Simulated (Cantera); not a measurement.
**Chemical vapour transport: AlN + Cl2 + H2**

A closed system holds: 1 mol AlN, 1.5 mol Cl2, 0.055 mol H2, at 1430 Torr.

Cantera equilibrium calculation (NASA polynomials, part measured and part estimated; ideal gas, pure solids and liquids). Candidate condensed phases: Al, AlCl3, AlN, NH4Cl; 20 gas species. The tables' values for AlCl2 are old estimates; treat these amounts as uncertain. Kinetics and transport are ignored.

```csv
T (°C),log p AlCl3,log p N2,log p Al2Cl6,log p HCl,log p H2,log p AlCl2,log p AlCl,log p Cl,n AlN(s)
650,-0.06,-0.17,-0.62,-1.09,-1.45,-6.82,-11.13,-10.00,0.0195
700,0.00,-0.19,-0.84,-1.11,-1.48,-6.17,-10.09,-9.36,0.0199
750,0.03,-0.20,-1.07,-1.12,-1.49,-5.59,-9.15,-8.79,0.0200
800,0.05,-0.21,-1.30,-1.13,-1.50,-5.07,-8.31,-8.27,0.0199
850,0.06,-0.22,-1.53,-1.13,-1.50,-4.61,-7.55,-7.81,0.0197
900,0.07,-0.22,-1.74,-1.14,-1.50,-4.19,-6.86,-7.38,0.0195
950,0.07,-0.22,-1.94,-1.15,-1.50,-3.80,-6.23,-6.99,0.0193
1000,0.07,-0.22,-2.12,-1.15,-1.49,-3.45,-5.64,-6.62,0.0191
1050,0.08,-0.22,-2.29,-1.16,-1.49,-3.13,-5.11,-6.29,0.0188
1100,0.08,-0.22,-2.44,-1.16,-1.48,-2.83,-4.61,-5.98,0.0184
1150,0.08,-0.22,-2.59,-1.17,-1.48,-2.55,-4.15,-5.69,0.0178
1200,0.08,-0.22,-2.72,-1.17,-1.48,-2.29,-3.72,-5.42,0.0170
1250,0.07,-0.22,-2.85,-1.17,-1.47,-2.05,-3.32,-5.17,0.0156
```
log p: log10 of the partial pressure in bar; n: condensed amount in mol.

From 650 °C to 1250 °C the condensed part is AlN(s). The main Al-bearing gas is AlCl3 throughout.
